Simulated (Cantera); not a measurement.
Charge: 1 mol SiCl4, 0.065 mol HCl, 690 mol H2, equilibrated at 1898.15 K and 0.100 bar.

These are equilibrium values from Cantera (NASA tables, ideal gas, pure condensed phases), not measurements of a reactor. Candidate condensed phases: Si; 19 gas species. The tables' values for SiCl are old estimates; treat these amounts as uncertain. Gases not in the tables: Si2H6 and higher silanes. Equilibrium is a limit: real reactors are often held back by kinetics, nucleation or transport.

Base state: H2 0.992, HCl 0.00567, H 0.00246, Si 0.000123, SiCl2 8.79e-5, SiH2 5.71e-5, SiH 3.38e-5, SiCl 1.10e-5 (mole fractions); condensed: Si(l).

Q: What changes in the equilibrium state with this change: temperature from 1898.15 K to 973.15 K?

A: 
| species | before | after |
|---|---|---|
| H2 | 0.992 | 0.996 |
| HCl | 0.00567 | 0.00372 |
| SiHCl3 | 2.39e-9 | 0.000347 |
| H | 0.00246 | 3.43e-9 |
| SiCl4 | <1e-9 | 0.000230 |
| Si | 0.000123 | <1e-9 |
| SiH2 | 5.71e-5 | <1e-9 |
| SiH | 3.38e-5 | <1e-9 |
| SiCl | 1.10e-5 | <1e-9 |
| Si(l), mol | 0.781 | 0 |
| Si(s), mol | 0 | 0.537 |
The tables' values for SiCl3 are old estimates; treat these amounts as uncertain.

Q: What changes in the equilibrium state with this change: temperature from 1898.15 K to 1698 K?

A: 
```tsv
species	before	after
H2	0.992	0.994
HCl	0.00567	0.00564
H	0.00246	0.000456
Si	0.000123	6.57e-6
SiCl2	8.79e-5	0.000115
SiH	3.38e-5	3.22e-6
SiCl	1.10e-5	1.93e-6
Si(l), mol	0.781	0.902
```

Q: What changes in the equilibrium state with this change: pressure from 0.100 bar to 1.60 mbar?

A: 
| species | before | after |
|---|---|---|
| H2 | 0.992 | 0.974 |
| H | 0.00246 | 0.0193 |
| HCl | 0.00567 | 0.00568 |
| Si | 0.000123 | 0.00134 |
| Cl | 1.06e-5 | 8.50e-5 |
| SiH2 | 5.71e-5 | 9.76e-6 |
| SiCl2 | 8.79e-5 | 1.56e-5 |
| SiCl | 1.10e-5 | 1.53e-5 |
| SiH | 3.38e-5 | 4.61e-5 |
| Si(l), mol | 0.781 | 0 |
